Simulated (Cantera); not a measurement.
Cantera run, input and output.

```python
import numpy as np
import cantera as ct

gas = ct.Solution("SiF4_NH3_mec.yaml", "gas")
gas.TPX = 1625, 4000, {'NH3': 1, 'H2': 3.8}
inlet = ct.Reservoir(gas, clone=True)

reactor = ct.IdealGasConstPressureReactor(gas, energy="off", clone=False)
exhaust = ct.Reservoir(gas, clone=True)
tau = [6.6, 1.7, 0.44, 0.11, 0.029, 0.0074, 0.0019][0]
for a, b in ((inlet, reactor), (reactor, exhaust)):
    ct.MassFlowController(a, b, mdot=lambda t: reactor.mass / tau)
net = ct.ReactorNet([reactor])
show = ['NH3', 'H2', 'NH', 'N2H2', 'H', 'NH2', 'N2']

rows = []
print(f"{'tau/s':>10s}{'T/K':>9s}" + "".join(f"{s:>11s}" for s in show))
for tau in [6.6, 1.7, 0.44, 0.11, 0.029, 0.0074, 0.0019]:
    net.initial_time = 0.0
    net.advance(30 * tau)
    before = gas.X
    net.advance(40 * tau)
    drift = np.max(np.abs(gas.X - before) / (gas.X + 1e-9))
    rows.append([gas.T, *gas[show].X, drift])
    print(f"{tau:10.3e}{gas.T:9.1f}" + "".join(f"{x:11.3e}" for x in gas[show].X))
```

Output:

```
     tau/s      T/K        NH3         H2         NH       N2H2          H        NH2         N2
 6.600e+00   1625.0  1.923e-01  8.009e-01  5.084e-07  1.539e-07  1.007e-04  5.850e-05  6.605e-03
 1.700e+00   1625.0  2.040e-01  7.941e-01  5.003e-07  1.601e-07  9.615e-05  5.978e-05  1.744e-03
 4.400e-01   1625.0  2.073e-01  7.921e-01  4.295e-07  1.369e-07  8.812e-05  5.582e-05  3.778e-04
 1.100e-01   1625.0  2.082e-01  7.917e-01  2.020e-07  5.920e-08  6.016e-05  3.828e-05  3.798e-05
 2.900e-02   1625.0  2.083e-01  7.917e-01  2.268e-08  5.618e-09  2.010e-05  1.280e-05  8.543e-07
 7.400e-03   1625.0  2.083e-01  7.917e-01  1.505e-09  3.382e-10  5.176e-06  3.298e-06  1.251e-08
 1.900e-03   1625.0  2.083e-01  7.917e-01  9.891e-11  2.027e-11  1.329e-06  8.476e-07  1.836e-10
```

Computed with Cantera and the gas-phase N/H chemistry of the illustrative SiF4/NH3 mechanism in the Surface Chemkin manual (1991). Walls and surfaces, which speed up NH3 decomposition in real reactors, are not modelled.
